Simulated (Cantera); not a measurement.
Charge: 1 mol SiC, 0.94 mol O₂, 2 mol N₂, equilibrated at 2.33 Torr.

Equilibrium computed with Cantera from the NASA thermochemical tables; the gas is ideal and each condensed phase is pure. Candidate condensed phases: C, Si, SiC, SiO₂, Si₂N₂O, Si₃N₄; 34 gas species. N₂ is the only nitrogen source here; it is nearly inert below about 1500 K, so the nitride shown seldom forms there in practice. Mutual solubility and eutectic melting of coexisting phases are not modelled. The tables hold silica as quartz up to 1696 K and as liquid above; real silica turns to tridymite and cristobalite and melts near 1996 K. Rates play no part. All values below are at 1423 K.

Base state: N₂ 0.619, CO 0.380, SiO 0.000654, CO₂ 1.35e-5 (mole fractions); condensed: SiO₂(β-quartz) + Si₂N₂O(s).

**Question.** What changes in the equilibrium state with this change: SiC replaced by Si₃N₄?

**Answer.** 
```csv
species,before,after
N₂,0.619,0.999
SiO,0.000654,0.000557
CO,0.380,0
CO₂,1.35e-5,0
"SiO₂(β-quartz), mol",0.253,0.253
"Si₂N₂O(s), mol",0.373,1.37
```
